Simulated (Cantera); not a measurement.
An isothermal, constant-pressure homogeneous reactor starts with 2.57 % H2, 2.71 % O2, 94.7 % N2, equivalence ratio 0.47, at 1298 K and 100.0 Torr.

Detailed kinetics in Cantera: the H2/O2 subset of GRI-Mech 3.0, which has no nitrogen chemistry.

One state of this run: x H2 = 1.28e-7; x O2 = 0.0144; x H2O = 0.0260; x O = 1.45e-7; x H = 2.69e-9; x H2O2 = 1.52e-10; x OH = 7.13e-6. x: mole fraction; the columns are a selection and need not sum to one.

Problem. Which value of t (s) does it belong to?
(A) 0.110
(B) 6.00e-5
(C) 4.68
(D) 0.00256

Solution. C, 4.68
